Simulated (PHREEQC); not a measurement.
A PHREEQC input (ion-association model, phreeqc.dat):

```
SOLUTION 1
  temp 20
  units mg/L
  pH 6.15
  pe 10.7
  Na 0.0595
  K 0.00304
  Ca 0.0616
  Mg 0.155
  Cl 0.368
  S(6) 0.202 as SO4
  Alkalinity 0.2 as HCO3
  Si 0.0265 as SiO2
END
USE solution 1
EQUILIBRIUM_PHASES 1
  Quartz 0 0.5
  CO2(g) 3.4 10
END
```

The run finishes without an error or a warning.

Its last state differs from that of the intended input:

| quantity | as run | intended |
|---|---|---|
| pH | 2.77 | 5.86 |
| ionic strength (mol/kgw) | 0.00178 | 2.96e-5 |
| CO2 (mol/kgw) | 8.01 | 1.56e-5 |
| HCO3- (mol/kgw) | 0.00176 | 4.67e-6 |
| MgSO4 (mol/kgw) | 1.66e-9 | 2.62e-9 |
| CaSO4 (mol/kgw) | 3.33e-10 | 5.25e-10 |

Problem. One thing in the input isn't as intended. What explains the difference?

Solution. Several could match; the one computed here: The fault: the CO2 pressure typed with the wrong sign of its logarithm. The line should read `CO2(g) -3.4` where the input has `CO2(g) 3.4`.
